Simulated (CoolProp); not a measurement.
Saturation properties of sulfur hexafluoride.

Values from CoolProp's reference Helmholtz-energy equation of state, Guder 2009.

```tsv
T (K)	p (MPa)	vapour density (kg/m³)	liquid cp (kJ/(kg K))	surface tension (mN/m)	liquid viscosity (µPa s)	liquid conductivity (mW/(m K))
236.2	0.3827	31.63	0.8774	9.63	340	73.1
239.8	0.4369	35.96	0.8895	9.10	321	72.1
243.4	0.4967	40.75	0.9020	8.57	304	71.0
247.1	0.5643	46.19	0.9154	8.04	286	69.9
250.7	0.6365	52.05	0.9291	7.53	270	68.8
254.3	0.7153	58.51	0.9435	7.02	254	67.7
257.9	0.8012	65.62	0.9588	6.53	239	66.6
261.6	0.8971	73.69	0.9756	6.02	225	65.5
265.2	0.9984	82.36	0.9933	5.54	212	64.3
268.8	1.108	91.92	1.013	5.07	199	63.2
272.5	1.229	102.8	1.034	4.60	187	61.9
276.1	1.357	114.5	1.058	4.14	176	60.7
279.7	1.494	127.5	1.085	3.70	165	59.5
283.3	1.641	142.0	1.116	3.27	154	58.3
```

Viscosity comes from a separate model (Quiñones-Cisneros 2012). Thermal conductivity comes from a separate model (Assael 2012). Surface tension comes from a separate correlation (Mulero 2012).
